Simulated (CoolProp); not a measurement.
The fluid at 298.15 K and 0.462 MPa expands adiabatically to 0.0368 MPa with isentropic efficiency 0.8. The same conditions are run with several fluids, on thermodynamics alone (safety and materials aside).

Computed with CoolProp (reference Helmholtz-energy equation of state of each fluid (CH3F (R41): Lemmon 2006; propane: Lemmon 2009; C2F6 (R116): Lemmon 2006; fluorine: de Reuck 1990)).

### Question
Rank CH3F (R41), propane, C2F6 (R116), fluorine by work (kJ/kg), highest first.

### Answer
CH3F (R41) (108), fluorine (95.0), propane (92.8), C2F6 (R116) (31.9)

```csv
fluid,final temperature (K),final density (kg/m³)
CH3F (R41),188.1,0.815
propane,228.9,0.864
C2F6 (R116),250.9,2.45
fluorine,178.3,0.944
```
